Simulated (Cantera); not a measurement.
A freely propagating, adiabatic, planar premixed flame of H₂ : O₂ : N₂ = 1 : 0.25 : 0.94 (molar parts), unburnt at 575 K and 100000 Pa; mixture-averaged transport, grid criteria slope 0.08 and curve 0.16, no radiation.

Detailed kinetics in Cantera: the H2/O2 subset of GRI-Mech 3.0, which has no nitrogen chemistry. Burning velocities carry a grid error of a few per cent, more on coarse grids.

Problem. Predict: laminar burning velocity; thermal thickness; peak x(H); peak x(O); peak x(OH).

Solution. 
```json
{
  "laminar_burning_velocity": "840 cm/s",
  "thermal_thickness": "0.447 mm",
  "peak x(H)": "0.0930",
  "peak x(O)": "0.00425",
  "peak x(OH)": "0.00522"
}
```
